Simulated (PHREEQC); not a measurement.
A PHREEQC input (ion-association model, phreeqc.dat):

```
SOLUTION 1
  temp 25
  units mol/kgw
  pH 8.15
  pe 9.3
  Na 2060
  K 17.1
  Ca 37.4
  Mg 259
  Cl 3360
  S(6) 830 as SO4
  Alkalinity 1.08 as HCO3
  Li 1.06
END
USE solution 1
EQUILIBRIUM_PHASES 1
  Quartz 0 0.5
  CO2(g) -2 10
END
```

It stops with these messages:

```
WARNING: Maximum iterations exceeded, 100
WARNING: Maximum iterations exceeded, 100
WARNING: The program has failed to converge to a numerical solution.
ERROR:           Alkalinity has not converged. Total: 1.080000e+00	Calculated: 2.054942e+02	Residual: -2.044142e+02
ERROR: Is non-carbonate alkalinity greater than total alkalinity?
ERROR:                   Ca has not converged. Total: 3.740000e+01	Calculated: 1.080000e+00	Residual: 3.632000e+01
ERROR:                   Cl has not converged. Total: 3.360000e+03	Calculated: 1.000000e+03	Residual: 2.360000e+03
ERROR:                    K has not converged. Total: 1.710000e+01	Calculated: 1.345066e+00	Residual: 1.575493e+01
ERROR:                   Li has not converged. Total: 1.060000e+00	Calculated: 8.337594e-02	Residual: 9.766241e-01
ERROR:                   Mg has not converged. Total: 2.590000e+02	Calculated: 2.044142e+02	Residual: 5.458579e+01
ERROR:                   Na has not converged. Total: 2.060000e+03	Calculated: 1.620371e+02	Residual: 1.897963e+03
ERROR:                 S(6) has not converged. Total: 8.300000e+02	Calculated: 1.163466e+03	Residual: -3.334656e+02
ERROR:               A(H2O) Activity of water has not converged. 	Residual: 3.927232e+01
ERROR: Model failed to converge for initial solution  1.
```

Problem. Why does the run stop?

Solution. The fault: the units line changed with the numbers kept. The line should read `units mg/kgw` where the input has `units mol/kgw`. With the mend the run ends at pH 5.14 and ionic strength 0.124 mol/kgw.
